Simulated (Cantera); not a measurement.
Gas mixture: 100 % N2O, at 100.0 Torr, frozen composition.

Cantera's kinetic-theory transport with the Lennard-Jones parameters of GRI-Mech 3.0, ideal gas; thermal conductivity in the multicomponent form. The composition is frozen, though it would react at the higher temperatures.

D: mixture-averaged diffusion coefficient of that species in the mixture.

| T (K) | ρ (kg/m³) | cp (J/kg/K) | μ (µPa s) | λ (mW/m/K) | Pr | D (cm²/s) N2 | D (cm²/s) CH4 | D (cm²/s) H2O |
|---|---|---|---|---|---|---|---|---|
| 400 | 0.176 | 970.3 | 19.5 | 25.3 | 0.746 | 2.00 | 2.21 | 2.22 |
| 600 | 0.118 | 1101 | … | … | 0.744 | … | … | … |
| 800 | 0.0882 | 1192 | 34.0 | 54.7 | 0.742 | 6.69 | 7.51 | 8.29 |
| 1000 | 0.0706 | 1255 | 40.0 | 67.9 | 0.740 | 9.76 | 11.0 | 12.4 |
| 1200 | 0.0588 | 1294 | 45.5 | 79.8 | 0.738 | 13.3 | 15.0 | 17.1 |
| 1400 | 0.0504 | 1327 | … | … | 0.736 | … | … | … |
| 1600 | 0.0441 | 1353 | 55.2 | 102 | 0.735 | 21.4 | 24.3 | 28.2 |
| 1800 | 0.0392 | 1375 | 59.7 | 112 | 0.733 | 26.1 | 29.5 | 34.5 |

Q: What belongs in the gaps?

A: 
- 600, μ (µPa s): 27.3
- 600, λ (mW/m/K): 40.4
- 600, D (cm²/s) N2: 4.09
- 600, D (cm²/s) CH4: 4.56
- 600, D (cm²/s) H2O: 4.86
- 1400, μ (µPa s): 50.5
- 1400, λ (mW/m/K): 91.0
- 1400, D (cm²/s) N2: 17.2
- 1400, D (cm²/s) CH4: 19.4
- 1400, D (cm²/s) H2O: 22.4
